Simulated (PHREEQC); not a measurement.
Consider water at 25 °C with 0.0026 mol/kgw HCl and 0.039 mol/kgw MgCl2. Closed to the air; pH follows from the charge balance.

Model: Pitzer model, pitzer.dat, run in PHREEQC.

| Item | Value |
|---|---|
| pH | 2.68 |
| ionic strength | 0.120 mol/kgw |
| specific conductance | 8600 µS/cm |
| density | 1.000 g/cm³ |
| osmotic coefficient | 0.874 |
| total alkalinity | -2.60 meq/kg |

| species | molality | activity | log γ |
|---|---|---|---|
| Cl- | 0.0806 | 0.0609 | -0.122 |
| Mg+2 | 0.0390 | 0.0150 | -0.416 |
| H+ | 0.00260 | 0.00207 | -0.098 |

No solid was allowed to form.
